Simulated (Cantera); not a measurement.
A perfectly stirred reactor is fed with CH₄ : CO₂ = 1 : 0.7 (molar parts), at 690000 Pa; it is held at 1725 K, and followed from long to short residence time.

Computed with Cantera and GRI-Mech 3.0 (53 species, 325 reactions).

**Question.** Predict: x(CH₄) at τ = 0.970 s; x(CO₂) at τ = 0.970 s; x(H) at τ = 0.970 s; x(C₂H) at τ = 0.970 s; x(CH₄) at τ = 51.0 ms; x(CO₂) at τ = 51.0 ms; x(H) at τ = 51.0 ms; x(C₂H) at τ = 51.0 ms.

**Answer.** 
| Item | Result |
|---|---|
| x(CH₄) at τ = 0.970 s | 0.0527 |
| x(CO₂) at τ = 0.970 s | 0.0155 |
| x(H) at τ = 0.970 s | 4.67e-5 |
| x(C₂H) at τ = 0.970 s | 3.62e-8 |
| x(CH₄) at τ = 51.0 ms | 0.0910 |
| x(CO₂) at τ = 51.0 ms | 0.0646 |
| x(H) at τ = 51.0 ms | 3.66e-5 |
| x(C₂H) at τ = 51.0 ms | 8.36e-8 |
